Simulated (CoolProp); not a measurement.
Vapour-liquid equilibrium of R143a (1) + fluoroethane (R161) (2) at 189.2 K; x and y are mole fractions of (1).

The numbers come from the multi-fluid Helmholtz-energy mixture model, Lemmon and Jacobsen 2000 and Wu 2012; pair parameters Bell 2016 in CoolProp.

Question: Give the bubble pressure and the first vapour's composition at x = 0.5, 0.65, 0.95. Is there an azeotrope?

Answer: x = 0.5: 9.442 kPa, y = 0.645; x = 0.65: 10.21 kPa, y = 0.766; x = 0.95: 11.69 kPa, y = 0.970. No azeotrope shows between x = 0.05 and 0.95.

Pair parameters are fitted to limited data, so mixtures are less certain than the pure fluids.
